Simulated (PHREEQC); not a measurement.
Synthetic water in mg/L, 36 °C, pH 2.08, pe 11.6:

```tsv
constituent	mg/L
Na	48.5
K	46.4
Ca	152
Mg	12.3
Cl	127
S(6) as SO4	3660
Cu(2)	0.481
Fe(3)	7.39
Mn(2)	3.11
Cd	14
Al	0.101
```

Valence states are taken as typed.

The numbers come from PHREEQC with the ion-association model, phreeqc.dat.

Precipitation was switched off in this run.

**Question.** Predict the ionic strength, charge-balance error.

**Answer.** ionic strength 0.0659 mol/kgw; charge-balance error -55.5 %.

**Question.** In which forms is K present?

**Answer.** K+ 93 %, KSO4- 7.4 % of the K.

The solution is supersaturated, for example in Hematite (slow to form), Goethite (slow to form), so a real one may precipitate; this is no full list. Away from 25 °C the constants follow the database's enthalpies or fits; those with neither stay at their 25 °C values.
